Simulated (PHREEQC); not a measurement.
Consider water at 25 °C with 0.25 mol/kgw H2SO4, 0.0035 mol/kgw CuSO4 and 0.48 mol/kgw MnSO4. Closed to the air; pH follows from the charge balance.

All values are PHREEQC results (ion-association model, phreeqc.dat), not measurements.

**Question.** The ionic strength comes out as 1.19 mol/kgw. What activity coefficients do Cu+2, HSO4-, Mn+2, H+, SO4-2 get?

**Answer.** Cu+2 0.20, HSO4- 0.82, Mn+2 0.20, H+ 0.74, SO4-2 0.14.

This is a speciation only: nothing precipitates in the calculation. Caution: at this ionic strength the ion-association model is outside its range; a Pitzer model would be the better tool where its parameters exist.
